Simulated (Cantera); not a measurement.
An adiabatic, constant-volume homogeneous reactor starts with 15.9 % H2, 17.6 % O2, 66.5 % N2, equivalence ratio 0.45, at 1475 K and 4.50 bar.

Detailed kinetics in Cantera: the H2/O2 subset of GRI-Mech 3.0, which has no nitrogen chemistry. The hydrogen kinetics of GRI-Mech 3.0 are dated; newer H2 mechanisms differ, most at raised pressure.

Q: Predict: time of steepest temperature rise; temperature at 3.00 s; equilibrium temperature; x(H2) at 3.00 s; x(O2) at 3.00 s; x(O) at 3.00 s; x(H2O2) at 3.00 s; x(H2O) at 3.00 s; x(OH) at 3.00 s; x(HO2) at 3.00 s.

A: 
| Property | Result |
|---|---|
| time of steepest temperature rise | 3.58 µs |
| temperature at 3.00 s | 2699 K |
| equilibrium temperature | 2699 K |
| x(H2) at 3.00 s | 0.00267 (gas-phase equilibrium 0.00267) |
| x(O2) at 3.00 s | 0.0999 (gas-phase equilibrium 0.0999) |
| x(O) at 3.00 s | 0.00413 (gas-phase equilibrium 0.00413) |
| x(H2O2) at 3.00 s | 1.46e-6 (gas-phase equilibrium 1.46e-6) |
| x(H2O) at 3.00 s | 0.160 (gas-phase equilibrium 0.160) |
| x(OH) at 3.00 s | 0.0163 (gas-phase equilibrium 0.0163) |
| x(HO2) at 3.00 s | 2.78e-5 (gas-phase equilibrium 2.78e-5) |
